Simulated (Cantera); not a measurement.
Mixture: H₂ : O₂ : N₂ = 1 : 0.5 : 1.88 (molar parts), equivalence ratio 1.0, at 10.0 bar, adiabatic and at constant pressure. Ignition delay is the time to a rise of 400 K.

Cantera simulation using the H2/O2 subset of GRI-Mech 3.0, which has no nitrogen chemistry; the numbers are that mechanism's predictions, not measurements. The hydrogen kinetics of GRI-Mech 3.0 are dated; newer H2 mechanisms differ, most at raised pressure. Where the delays flatten at high temperature, the 400 K rule measures the pace of heat release, not the induction time.

Q: What does this change do: 0.09 parts H2O added?

A: 
```json
[
 {"quantity": "delay at 1075 K", "before": "1.56 ms", "after": "1.78 ms"},
 {"quantity": "delay at 1225 K", "before": "25.2 µs", "after": "57.8 µs"},
 {"quantity": "delay at 1375 K", "before": "2.70 µs", "after": "3.20 µs"},
 {"quantity": "delay at 1525 K", "before": "1.34 µs", "after": "1.44 µs"},
 {"quantity": "delay at 1675 K", "before": "0.865 µs", "after": "0.902 µs"},
 {"quantity": "apparent activation energy between 1525 and 1675 K", "before": "62 kJ/mol", "after": "66 kJ/mol"}
]
```

Q: What does this change do: pressure from 10.0 bar to 22.0 bar?

A: 
| quantity | before | after |
|---|---|---|
| delay at 1075 K | 1.56 ms | 1.23 ms |
| delay at 1225 K | 25.2 µs | 72.4 µs |
| delay at 1375 K | 2.70 µs | 2.95 µs |
| delay at 1525 K | 1.34 µs | 0.733 µs |
| delay at 1675 K | 0.865 µs | 0.404 µs |
| apparent activation energy between 1525 and 1675 K | 62 kJ/mol | 84 kJ/mol |
The pressure lies above the range GRI-Mech 3.0 was tuned for (to about 10 atm).
